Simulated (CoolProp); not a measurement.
Vapour-liquid equilibrium of cyclohexane (1) + ethylbenzene (2) at 233.85 °C; x and y are mole fractions of (1).

The numbers come from the multi-fluid Helmholtz-energy mixture model, Zhou 2014 and Zhou 2012; pair parameters Bell 2016 in CoolProp.

Question: Give the bubble pressure and the first vapour's composition at x = 0.5, 0.575, 0.65. Is there an azeotrope?

Answer: x = 0.5: 15.16 bar, y = 0.677; x = 0.575: 16.21 bar, y = 0.733; x = 0.65: 17.26 bar, y = 0.784. No azeotrope shows between x = 0.05 and 0.95.

Pair parameters are fitted to limited data, so mixtures are less certain than the pure fluids.
